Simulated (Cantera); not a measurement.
Input (Python, Cantera) and output of one run.

```python
import numpy as np
import cantera as ct

gas_names = """
    CL CL2 H HCL H2 Si SiCL SiCL2 SiCL3 SiCL4 SiH SiHCL3 SiH2 SiH2CL2 SiH3 SiH3CL SiH4 Si2 Si3
""".split()
cond_names = """
    Si(cr) Si(L)
""".split()


# ... load() reads the species with a 1 bar reference pressure and builds the phases ...
atoms = {
    'SiCl4': {'Si': 1, 'CL': 4},
    'HCl': {'H': 1, 'CL': 1},
    'H2': {'H': 2},
}
top_T = {}  # K; cautious upper limits of use, not melting points


# ... equilibrate(T, P, feed) seeds the gas with the atoms and calls Mixture.equilibrate('TP', solver="vcs", rtol=1e-11, max_steps=5000) ...
results = []
feed = {'SiCl4': 1, 'HCl': 0.093, 'H2': 20}  # mol
P = 133.322  # Pa
for T in [1223, 1273, 1323, 1373, 1423, 1473, 1523, 1573, 1623, 1673, 1723, 1773]:
    mix = equilibrate(T, P, feed)
    results.append((T, P, feed, dict(zip(mix.species_names, mix.species_moles))))

top = {s: max(r[3][s] / sum(r[3][g] for g in gas_names) for r in results) for s in gas_names}
cols = sorted((s for s in top if top[s] > 0.0001), key=lambda s: -top[s])[:9]
seen = [c for c in cond_names if any(r[3].get(c, 0) > 1e-12 for r in results)]
print("log10 of partial pressures in bar; condensed amounts in mol")
print(f"{'T/K':>10s}" + "".join(f"{s[:9]:>10s}" for s in cols + seen))
for T, P, feed, n in results:
    ng = sum(n[g] for g in gas_names)
    print(f"{T:10.4g}" + "".join(f"{np.log10(max(n[s] / ng * P / 1e5, 1e-99)):10.3f}" for s in cols)
          + "".join(f"{n.get(c, 0):10.4g}" for c in seen))
```

Output:

```
log10 of partial pressures in bar; condensed amounts in mol
       T/K        H2       HCL     SiCL2         H     SiCL3     SiCL4        Si        CL      SiCL    Si(cr)     Si(L)
      1223    -2.941    -3.855    -4.382    -7.993    -5.412    -5.541   -11.492    -8.971    -9.758    0.1916         0
      1273    -2.943    -3.847    -4.338    -7.618    -5.565    -5.975   -10.744    -8.593    -9.268    0.1728         0
      1323    -2.943    -3.847    -4.313    -7.271    -5.728    -6.405   -10.052    -8.251    -8.822     0.155         0
      1373    -2.943    -3.849    -4.297    -6.949    -5.889    -6.816    -9.411    -7.937    -8.413    0.1385         0
      1423    -2.943    -3.853    -4.285    -6.649    -6.043    -7.204    -8.816    -7.646    -8.035    0.1232         0
      1473    -2.943    -3.858    -4.275    -6.369    -6.188    -7.567    -8.262    -7.375    -7.683    0.1089         0
      1523    -2.943    -3.862    -4.267    -6.108    -6.325    -7.908    -7.744    -7.123    -7.356    0.0954         0
      1573    -2.943    -3.867    -4.261    -5.862    -6.454    -8.227    -7.260    -6.886    -7.049   0.08238         0
      1623    -2.943    -3.871    -4.256    -5.632    -6.576    -8.528    -6.806    -6.664    -6.763   0.06886         0
      1673    -2.944    -3.876    -4.251    -5.415    -6.691    -8.810    -6.379    -6.455    -6.494   0.05284         0
      1723    -2.945    -3.871    -4.259    -5.212    -6.801    -9.070    -6.007    -6.249    -6.262         0     0.055
      1773    -2.947    -3.864    -4.273    -5.020    -6.908    -9.313    -5.672    -6.050    -6.054         0   0.05713
```

These are equilibrium values from Cantera (NASA tables, ideal gas, pure condensed phases), not measurements of a reactor. The tables' values for SiCl3, SiCl are old estimates; treat these amounts as uncertain. Gases not in the tables: Si2H6 and higher silanes.
